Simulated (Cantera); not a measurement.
An isothermal, constant-pressure homogeneous reactor starts with C3H8 : H2 : H2O = 1 : 94 : 0.51 (molar parts), at 1400 K and 31.0 Pa.

Detailed kinetics in Cantera: GRI-Mech 3.0 (53 species, 325 reactions). GRI-Mech 3.0 was tuned for natural gas; its chemistry of propane as a main component is partial and can be far from experiment. GRI-Mech 3.0 stops at C3 and has no aromatics, soot or wall deposition, so with more carbon than oxygen in the feed, carbon stays in small species such as C2H2 where larger ones or solid carbon would form. Radical loss at walls, strong at low pressure, is not modelled.

x: mole fraction; the columns are a selection and need not sum to one.

```csv
t (s),x C3H8,x H2,x C2H,x CH2,x CH3,x C2H4
0.000300,0.0105,0.984,<1e-12,<1e-12,1.68e-5,1.00e-6
0.00115,0.0104,0.984,<1e-12,8.48e-11,6.09e-5,1.46e-5
0.00438,0.0101,0.984,<1e-12,(withheld),(withheld),(withheld)
0.0168,0.00807,0.981,4.71e-12,2.85e-7,0.000990,0.00195
0.0641,0.000589,0.971,1.67e-9,9.37e-7,0.000810,0.00801
0.245,1.99e-8,0.972,4.90e-9,2.46e-7,0.000315,0.00545
0.936,1.69e-11,0.973,4.05e-9,6.01e-8,0.000149,0.00254
3.58,5.51e-12,0.973,3.03e-9,2.10e-8,8.63e-5,0.000594
13.7,3.42e-12,0.973,2.67e-9,1.43e-8,7.08e-5,2.18e-5
52.3,2.62e-12,0.973,2.44e-9,1.16e-8,6.29e-5,1.00e-5
200,1.52e-12,0.974,(withheld),(withheld),(withheld),(withheld)
```

Question: Complete the blanks.

Answer: 
- 0.00438, x CH2: 7.28e-9
- 0.00438, x CH3: 0.000247
- 0.00438, x C2H4: 0.000198
- 200, x C2H: 2.11e-9
- 200, x CH2: 7.80e-9
- 200, x CH3: 5.01e-5
- 200, x C2H4: 8.41e-6
